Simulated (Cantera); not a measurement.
An adiabatic, constant-pressure homogeneous reactor starts with CH₄ : H₂ : O₂ : N₂ = 1 : 0.52 : 2.26 : 8.5 (molar parts), equivalence ratio 1.0, at 975 K and 1.60 bar. Integrator tolerance rtol = 1e-08.

Computed with Cantera and GRI-Mech 3.0 (53 species, 325 reactions). Below about 1000 K GRI-Mech 3.0 lacks low-temperature oxidation paths.

Task: What does this change do: pressure from 1.60 bar to 22.0 bar?

Result: 
```tsv
quantity	before	after
time of steepest temperature rise	24.6 ms	15.9 ms
temperature at 2.00 s	2571 K	2687 K
equilibrium temperature	2571 K	2687 K
x(CH₄) at 2.00 s	<1e-12 (gas-phase equilibrium <1e-12)	<1e-12 (gas-phase equilibrium <1e-12)
x(H₂) at 2.00 s	0.0115 (gas-phase equilibrium 0.0115)	0.00697 (gas-phase equilibrium 0.00697)
x(O₂) at 2.00 s	0.0116 (gas-phase equilibrium 0.0116)	0.00692 (gas-phase equilibrium 0.00692)
x(CO) at 2.00 s	0.0230 (gas-phase equilibrium 0.0230)	0.0158 (gas-phase equilibrium 0.0158)
x(OH) at 2.00 s	0.0106 (gas-phase equilibrium 0.0106)	0.00686 (gas-phase equilibrium 0.00686)
x(CH₂O) at 2.00 s	1.69e-10 (gas-phase equilibrium 1.69e-10)	9.71e-10 (gas-phase equilibrium 9.71e-10)
```
The pressure lies above the range GRI-Mech 3.0 was tuned for (to about 10 atm).

Task: What does this change do: initial temperature 975 to 1375 K?

Result: 
| quantity | before | after |
|---|---|---|
| time of steepest temperature rise | 24.6 ms | 0.389 ms |
| temperature at 2.00 s | 2571 K | 2735 K |
| equilibrium temperature | 2571 K | 2735 K |
| x(CH₄) at 2.00 s | <1e-12 (gas-phase equilibrium <1e-12) | <1e-12 (gas-phase equilibrium <1e-12) |
| x(H₂) at 2.00 s | 0.0115 (gas-phase equilibrium 0.0115) | 0.0179 (gas-phase equilibrium 0.0179) |
| x(O₂) at 2.00 s | 0.0116 (gas-phase equilibrium 0.0116) | 0.0165 (gas-phase equilibrium 0.0165) |
| x(CO) at 2.00 s | 0.0230 (gas-phase equilibrium 0.0230) | 0.0333 (gas-phase equilibrium 0.0333) |
| x(OH) at 2.00 s | 0.0106 (gas-phase equilibrium 0.0106) | 0.0175 (gas-phase equilibrium 0.0175) |
| x(CH₂O) at 2.00 s | 1.69e-10 (gas-phase equilibrium 1.69e-10) | 3.83e-10 (gas-phase equilibrium 3.83e-10) |

Task: What does this change do: initial temperature 975 to 1650 K?

Result: 
| quantity | before | after |
|---|---|---|
| time of steepest temperature rise | 24.6 ms | 71.0 µs |
| temperature at 2.00 s | 2571 K | 2836 K |
| equilibrium temperature | 2571 K | 2836 K |
| x(CH₄) at 2.00 s | <1e-12 (gas-phase equilibrium <1e-12) | <1e-12 (gas-phase equilibrium <1e-12) |
| x(H₂) at 2.00 s | 0.0115 (gas-phase equilibrium 0.0115) | 0.0228 (gas-phase equilibrium 0.0228) |
| x(O₂) at 2.00 s | 0.0116 (gas-phase equilibrium 0.0116) | 0.0194 (gas-phase equilibrium 0.0194) |
| x(CO) at 2.00 s | 0.0230 (gas-phase equilibrium 0.0230) | 0.0397 (gas-phase equilibrium 0.0397) |
| x(OH) at 2.00 s | 0.0106 (gas-phase equilibrium 0.0106) | 0.0227 (gas-phase equilibrium 0.0227) |
| x(CH₂O) at 2.00 s | 1.69e-10 (gas-phase equilibrium 1.69e-10) | 5.83e-10 (gas-phase equilibrium 5.83e-10) |
